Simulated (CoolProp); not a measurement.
Model: reference Helmholtz-energy equation of state, Thol 2017, in CoolProp.

Q: For decamethyltetrasiloxane (MD2M), give the phase and the density (kg/m³), cp (kJ/(kg K)), speed of sound (m/s), expansivity (1/kK) at 476.3 K and 0.921 bar; 304.8 K and 19 bar; 431.9 K and 5.66 bar.

A: 
- 476.3 K and 0.921 bar: gas; density 7.70, cp 1.83, speed of sound 107, expansivity 2.62
- 304.8 K and 19 bar: liquid; density 845, cp 1.74, speed of sound 921, expansivity 1.16
- 431.9 K and 5.66 bar: liquid; density 712, cp 2.03, speed of sound 539, expansivity 1.58
